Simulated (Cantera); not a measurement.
A perfectly stirred reactor is fed with CH4 : N2 = 1 : 130 (molar parts), at 1.00 bar; it is held at 1600 K, and followed from long to short residence time.

Cantera simulation using GRI-Mech 3.0 (53 species, 325 reactions); the numbers are that mechanism's predictions, not measurements. GRI-Mech 3.0 stops at C3 and has no aromatics, soot or wall deposition, so with more carbon than oxygen in the feed, carbon stays in small species such as C2H2 where larger ones or solid carbon would form.

One state of this run: x CH4 = 0.00640; x CH2 = 3.70e-8; x HCN = 2.00e-8; x CH3 = 7.86e-5; x C2H4 = 0.000187. x: mole fraction; the columns are a selection and need not sum to one.

Which value of τ (s) does it belong to?
A. 0.019
B. 0.16
C. 0.26
D. 0.092

A, 0.019
